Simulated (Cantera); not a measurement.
## Ignition delay

Mixture: CH₃OH : O₂ : N₂ : H₂ = 1 : 1.61 : 6.06 : 0.02 (molar parts), at 8.90 bar, adiabatic and at constant volume. Ignition delay is the time to a rise of 400 K.

Model: GRI-Mech 3.0 (53 species, 325 reactions), integrated in Cantera. GRI-Mech 3.0 was tuned for natural gas; its chemistry of methanol as a main component is partial and can be far from experiment.

```json
[
 {"T0 (K)": "1000", "delay (ms)": "77.3"},
 {"T0 (K)": "1100", "delay (ms)": "9.42"},
 {"T0 (K)": "1200", "delay (ms)": "1.55"},
 {"T0 (K)": "1300", "delay (ms)": "0.334"},
 {"T0 (K)": "1400", "delay (ms)": "0.0920"},
 {"T0 (K)": "1500", "delay (ms)": "0.0312"},
 {"T0 (K)": "1600", "delay (ms)": "0.0126"},
 {"T0 (K)": "1700", "delay (ms)": "0.00581"}
]
```

The apparent activation energy between 1500 and 1700 K is 180 kJ/mol.
